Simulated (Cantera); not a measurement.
An adiabatic, constant-volume homogeneous reactor starts with CH₄ : CO : O₂ : N₂ = 1 : 0.3 : 2.5 : 9.4 (molar parts), equivalence ratio 0.86, at 1623 K and 1.01 bar. Integrator tolerance rtol = 1e-08.

Cantera simulation using GRI-Mech 3.0 (53 species, 325 reactions); the numbers are that mechanism's predictions, not measurements.

What does this change do: initial temperature 1623 to 1800 K?


| quantity | before | after |
|---|---|---|
| time of steepest temperature rise | 0.356 ms | 0.105 ms |
| temperature at 0.200 s | 2882 K | 2929 K |
| equilibrium temperature | 2882 K | 2929 K |
| x(CH₄) at 0.200 s | <1e-12 (gas-phase equilibrium <1e-12) | <1e-12 (gas-phase equilibrium <1e-12) |
| x(CO) at 0.200 s | 0.0427 (gas-phase equilibrium 0.0427) | 0.0472 (gas-phase equilibrium 0.0472) |
| x(O₂) at 0.200 s | 0.0366 (gas-phase equilibrium 0.0366) | 0.0377 (gas-phase equilibrium 0.0377) |
| x(HO₂) at 0.200 s | 1.15e-5 (gas-phase equilibrium 1.15e-5) | 1.23e-5 (gas-phase equilibrium 1.23e-5) |
| x(CO₂) at 0.200 s | 0.0523 (gas-phase equilibrium 0.0523) | 0.0471 (gas-phase equilibrium 0.0471) |
| x(CH₂CO) at 0.200 s | <1e-12 (gas-phase equilibrium <1e-12) | <1e-12 (gas-phase equilibrium <1e-12) |
| x(NO) at 0.200 s | 0.0160 (gas-phase equilibrium 0.0160) | 0.0172 (gas-phase equilibrium 0.0172) |

What does this change do: 0.35 parts H2 added?


| quantity | before | after |
|---|---|---|
| time of steepest temperature rise | 0.356 ms | 0.146 ms |
| temperature at 0.200 s | 2882 K | 2914 K |
| equilibrium temperature | 2882 K | 2914 K |
| x(CH₄) at 0.200 s | <1e-12 (gas-phase equilibrium <1e-12) | <1e-12 (gas-phase equilibrium <1e-12) |
| x(CO) at 0.200 s | 0.0427 (gas-phase equilibrium 0.0427) | 0.0472 (gas-phase equilibrium 0.0472) |
| x(O₂) at 0.200 s | 0.0366 (gas-phase equilibrium 0.0366) | 0.0293 (gas-phase equilibrium 0.0293) |
| x(HO₂) at 0.200 s | 1.15e-5 (gas-phase equilibrium 1.15e-5) | 1.10e-5 (gas-phase equilibrium 1.10e-5) |
| x(CO₂) at 0.200 s | 0.0523 (gas-phase equilibrium 0.0523) | 0.0458 (gas-phase equilibrium 0.0458) |
| x(CH₂CO) at 0.200 s | <1e-12 (gas-phase equilibrium <1e-12) | <1e-12 (gas-phase equilibrium <1e-12) |
| x(NO) at 0.200 s | 0.0160 (gas-phase equilibrium 0.0160) | 0.0148 (gas-phase equilibrium 0.0148) |
